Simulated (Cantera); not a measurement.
Cantera run, input and output.

```python
import numpy as np
import cantera as ct

gas = ct.Solution("gri30.yaml", transport_model="mixture-averaged")
show = ['CH4', 'NH3', 'OH']

rows = []
print(f"{'T/K':>7s}{'rho':>11s}{'cp':>10s}{'mu':>11s}{'lambda':>11s}{'Pr':>7s}" + "".join(f"{'D_' + s:>11s}" for s in show))
for T in [400, 650, 900, 1150, 1400, 1650, 1900]:
    gas.TPX = T, 1333, {'NO': 0.36, 'N2O': 0.87}
    Pr = gas.cp_mass * gas.viscosity / gas.thermal_conductivity
    D = [gas.mix_diff_coeffs_mole[gas.species_index(s)] for s in show]
    rows.append([gas.density, gas.cp_mass, gas.viscosity, gas.thermal_conductivity, Pr, *D])
    print(f"{T:7g}{gas.density:11.4e}{gas.cp_mass:10.1f}{gas.viscosity:11.4e}"
          f"{gas.thermal_conductivity:11.4e}{Pr:7.3f}" + "".join(f"{d:11.4e}" for d in D))
print("SI units: kg/m3, J/kg/K, Pa s, W/m/K, m2/s")
```

Output:

```
    T/K        rho        cp         mu     lambda     Pr      D_CH4      D_NH3       D_OH
    400 1.5998e-02     976.5 2.0339e-05 2.7335e-02  0.727 2.3557e-03 2.3152e-03 3.3213e-03
    650 9.8447e-03    1110.8 2.9922e-05 4.5463e-02  0.731 5.5507e-03 5.7788e-03 7.6840e-03
    900 7.1100e-03    1201.8 3.7915e-05 6.1980e-02  0.735 9.6983e-03 1.0391e-02 1.3322e-02
   1150 5.5644e-03    1256.1 4.4952e-05 7.7009e-02  0.733 1.4680e-02 1.5982e-02 2.0088e-02
   1400 4.5707e-03    1294.8 5.1345e-05 9.0825e-02  0.732 2.0421e-02 2.2445e-02 2.7885e-02
   1650 3.8782e-03    1324.6 5.7273e-05 1.0366e-01  0.732 2.6869e-02 2.9712e-02 3.6645e-02
   1900 3.3679e-03    1347.3 6.2847e-05 1.1570e-01  0.732 3.3985e-02 3.7732e-02 4.6314e-02
SI units: kg/m3, J/kg/K, Pa s, W/m/K, m2/s
```

Model: GRI-Mech 3.0 (53 species, 325 reactions), integrated in Cantera. The composition is frozen, though it would react at the higher temperatures.
